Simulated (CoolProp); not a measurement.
The numbers come from the reference Helmholtz-energy equation of state, Lemmon 2013 in CoolProp.

Question: For propylene, give the phase and the cp (kJ/(kg K)), Joule-Thomson coefficient (K/MPa), conductivity (mW/(m K)) at 134.05 °C and 41.8 kPa; -80.55 °C and 28.6 kPa; 273.25 °C and 16300 kPa.

Answer: 
- 134.05 °C and 41.8 kPa: gas; cp 1.94, Joule-Thomson coefficient 7.06, conductivity 29.7
- -80.55 °C and 28.6 kPa: liquid; cp 2.10, Joule-Thomson coefficient -0.482, conductivity 159
- 273.25 °C and 16300 kPa: supercritical; cp 2.99, Joule-Thomson coefficient 1.95, conductivity 68.2

Thermal conductivity comes from a separate model (Huber 2003), an estimate that may be off by 10 % or more.
